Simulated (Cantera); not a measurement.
Cantera run, input and output.

```python
import numpy as np
import cantera as ct

gas = ct.Solution("gri30.yaml")
gas.TPX = 623, 500000, {'CH4': 1, 'C2H6': 0.26, 'C3H8': 0.18, 'O2': 2.54, 'N2': 9.55}
flame = ct.FreeFlame(gas, width=0.013)
flame.set_refine_criteria(ratio=3, slope=0.08, curve=0.16)
flame.transport_model = "mixture-averaged"
flame.solve(loglevel=0, auto=True)
z, T = flame.grid, flame.T
thick = (T[-1] - T[0]) / np.gradient(T, z).max()
show = ['CH4', 'C2H6', 'C3H8', 'O2', 'H2', 'H2O2']
print(f"laminar burning velocity  {flame.velocity[0] * 100:.3f} cm/s")
print(f"burnt temperature         {T[-1]:.1f} K")
print(f"thermal thickness         {thick * 1e3:.4f} mm")
print(f"grid points               {len(z)}")
z0 = z[flame.heat_release_rate.argmax()]
print(f"{'z/mm':>9s}{'T/K':>9s}{'u/(m/s)':>9s}" + "".join(f"{s:>11s}" for s in show))
rows = []
for k in (-3, -2, -1.5, -1, -0.5, -0.25, 0, 0.25, 0.5, 1, 2, 4, 8):
    zz = z0 + k * thick
    rows.append([k * thick, np.interp(zz, z, T), np.interp(zz, z, flame.velocity),
                 *(np.interp(zz, z, flame.X[gas.species_index(s)]) for s in show)])
    print(f"{rows[-1][0] * 1e3:9.3f}{rows[-1][1]:9.1f}{rows[-1][2]:9.3f}" + "".join(f"{x:11.3e}" for x in rows[-1][3:]))
```

It prints:

```
laminar burning velocity  43.118 cm/s
burnt temperature         2165.0 K
thermal thickness         0.1591 mm
grid points               132
     z/mm      T/K  u/(m/s)        CH4       C2H6       C3H8         O2         H2       H2O2
   -0.477    624.1    0.434  7.346e-02  1.913e-02  1.325e-02  1.867e-01  4.904e-03  2.673e-07
   -0.318    629.2    0.440  7.274e-02  1.901e-02  1.317e-02  1.852e-01  1.058e-02  1.621e-06
   -0.239    648.1    0.456  7.136e-02  1.880e-02  1.307e-02  1.825e-01  1.690e-02  6.907e-06
   -0.159    748.7    0.535  6.628e-02  1.780e-02  1.258e-02  1.713e-01  2.775e-02  3.720e-05
   -0.080   1150.8    0.849  4.868e-02  1.173e-02  8.188e-03  1.257e-01  4.321e-02  1.068e-04
   -0.040   1513.0    1.143  3.230e-02  4.933e-03  2.344e-03  8.094e-02  5.132e-02  2.474e-05
    0.000   1853.7    1.425  1.502e-02  5.943e-04  4.021e-05  3.677e-02  5.680e-02  3.304e-06
    0.040   2039.5    1.576  5.955e-03  5.117e-05  9.340e-08  1.328e-02  5.910e-02  1.015e-06
    0.080   2114.4    1.634  3.042e-03  9.966e-06  6.123e-09  4.770e-03  6.101e-02  3.207e-07
    0.159   2157.6    1.667  1.627e-03  1.544e-06  3.766e-10  8.513e-04  6.434e-02  4.713e-08
    0.318   2170.4    1.677  1.047e-03  3.033e-07  3.293e-11  7.094e-05  6.794e-02  4.261e-09
    0.636   2170.5    1.679  6.693e-04  9.265e-08  5.603e-12  3.124e-06  7.090e-02  1.126e-09
    1.273   2167.9    1.680  3.243e-04  2.030e-08  5.700e-13  7.462e-07  7.327e-02  9.361e-10
```

Cantera simulation using GRI-Mech 3.0 (53 species, 325 reactions); the numbers are that mechanism's predictions, not measurements. GRI-Mech 3.0 was tuned for natural gas; its chemistry of propane as a main component is partial and can be far from experiment. Burning velocities carry a grid error of a few per cent, more on coarse grids.
